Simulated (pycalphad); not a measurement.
## Effect of Si content in Al-Si

All values are pycalphad results on the COST 507 light-alloy database (1999) (1 atm), not direct measurements. The data set is of 1999 and partly superseded. Phase fractions are per mole of atoms.

```tsv
alloy	liquidus (K)	first solid	solidus (K)	phases at 690 K
Al-0.48Si (at.%)	931	fcc	905	fcc 1.00, diamond (Si) under 0.01
Al-0.72Si (at.%)	929	fcc	892	fcc 1.00, diamond (Si) under 0.01
Al-0.96Si (at.%)	928	fcc	878	fcc 0.99, diamond (Si) 0.01
Al-1.44Si (at.%)	925	fcc	853	fcc 0.99, diamond (Si) 0.01
Al-1.92Si (at.%)	922	fcc	850	fcc 0.98, diamond (Si) 0.02
Al-3.84Si (at.%)	909	fcc	850	fcc 0.96, diamond (Si) 0.04
```
